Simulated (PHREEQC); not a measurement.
A solution holds 1.4 mol/kgw Na2SO4, 0.018 mol/kgw NaHCO3 and 1.2 mol/kgw KBr, at 80 °C. Closed to the air; pH follows from the charge balance.

Model: ion-association model with all activity coefficients set to 1, phreeqc.dat, run in PHREEQC.

No solid was allowed to form.

Q: Order these Na species by the share of Na that they hold, largest first: NaSO4-, NaHCO3, Na+.

A: Na+ (72 %), NaSO4- (28 %), NaHCO3 (0.23 %)

The pH is 6.95 and the ionic strength 2.72 mol/kgw. Caution: at this ionic strength the ion-association model is outside its range; a Pitzer model would be the better tool where its parameters exist. Complexes and solids missing from the database can't appear. Constants without temperature data keep their 25 °C values here.
